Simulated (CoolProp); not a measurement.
R11 at 293.15 K and 0.0578 MPa is throttled through a valve to 0.00654 MPa with no heat exchange. Each further row changes one setting.

Values from CoolProp's reference Helmholtz-energy equation of state, Jacobsen 1992.

```json
[
 {"case": "as stated", "temperature change (K)": "-2.2", "final density (kg/m³)": "0.372"},
 {"case": "outlet pressure 0.00196 MPa", "temperature change (K)": "-2.4", "final density (kg/m³)": "0.111"},
 {"case": "outlet pressure 0.0085 MPa", "temperature change (K)": "-2.1", "final density (kg/m³)": "0.484"}
]
```
